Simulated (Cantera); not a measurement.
A closed system holds: 1 mol Fe3O4, 0.38 mol C, 15 mol N2, held at 2475 K.

Method: chemical equilibrium by Gibbs-energy minimisation in Cantera with the NASA 1993 tables (ideal gas, pure condensed phases). Candidate condensed phases: C, Fe, Fe(CO)5, FeO, Fe2O3, Fe3O4; 27 gas species. The tables' stoichiometric FeO is somewhat more stable than real wüstite, so its field is too wide. FeO: taken at fixed stoichiometry. Rates play no part.

Task: Which condensed phases are stable at each of these points (P (Pa)): 10, 68, 460, 3200, 22000, 150000, 1000000?

Result: 
```csv
P (Pa),condensed phases,Fe condensed (%)
10,gas only,0.0
68,gas only,0.0
460,gas only,0.0
3200,FeO(l),50.8
22000,FeO(l),95.3
150000,FeO(l),99.6
1000000,FeO(l),100.0
```

From 0.0750 Torr to 3.45 Torr nothing is condensed. From 24.0 Torr to 7500 Torr the condensed part is FeO(l).
